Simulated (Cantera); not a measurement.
A freely propagating, adiabatic, planar premixed flame of CH4 : C2H6 : O2 : N2 = 0.77 : 0.2 : 2.08 : 7.81 (molar parts), unburnt at 375 K and 100.0 Torr; mixture-averaged transport, grid criteria slope 0.08 and curve 0.16, no radiation.

Detailed kinetics in Cantera: GRI-Mech 3.0 (53 species, 325 reactions). Burning velocities carry a grid error of a few per cent, more on coarse grids.

Question: Predict: laminar burning velocity; thermal thickness.

Answer: 
| Item | Result |
|---|---|
| laminar burning velocity | 82.0 cm/s |
| thermal thickness | 2.19 mm |
